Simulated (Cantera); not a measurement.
An isothermal, constant-pressure homogeneous reactor starts with CH4 : N2 = 1 : 120 (molar parts), at 1825 K and 20.0 Torr. Integrator tolerance rtol = 1e-08.

Model: GRI-Mech 3.0 (53 species, 325 reactions), integrated in Cantera. GRI-Mech 3.0 stops at C3 and has no aromatics, soot or wall deposition, so with more carbon than oxygen in the feed, carbon stays in small species such as C2H2 where larger ones or solid carbon would form. Radical loss at walls, strong at low pressure, is not modelled.

Task: What does this change do: temperature 1825 to 1298 K?

Result: 
```tsv
quantity	before	after
x(CH4) at 7.00 s	1.38e-7 (gas-phase equilibrium 2.18e-8)	0.00825 (gas-phase equilibrium 7.18e-6)
x(HCN) at 7.00 s	8.63e-5 (gas-phase equilibrium 0.00787)	<1e-12 (gas-phase equilibrium 0.00748)
x(CH2) at 7.00 s	1.30e-9 (gas-phase equilibrium 3.06e-10)	8.14e-11 (gas-phase equilibrium <1e-12)
x(C2H4) at 7.00 s	2.60e-8 (gas-phase equilibrium 1.03e-9)	3.61e-6 (gas-phase equilibrium 3.36e-7)
x(C2H2) at 7.00 s	0.00405 (gas-phase equilibrium 0.000162)	2.91e-7 (gas-phase equilibrium 0.000352)
x(H2) at 7.00 s	0.0122 (gas-phase equilibrium 0.0121)	1.21e-5 (gas-phase equilibrium 0.0123)
```
